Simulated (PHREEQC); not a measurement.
# Copper plating or etch bath (model solution)

Make-up at 25 °C: 73 mmol/kgw Cu(NO3)2 and 3 mmol/kgw HCl. Closed to the air; pH follows from the charge balance.

All values are PHREEQC results (ion-association model, phreeqc.dat), not measurements.

No solid was allowed to form.

Problem. Estimate the pH, specific conductance, density.

Solution. pH 2.62; specific conductance 14000 µS/cm; density 1.008 g/cm³.

Problem. In which forms is Cl present?

Solution. Cl- 94 %, CuCl+ 5.8 % of the Cl.
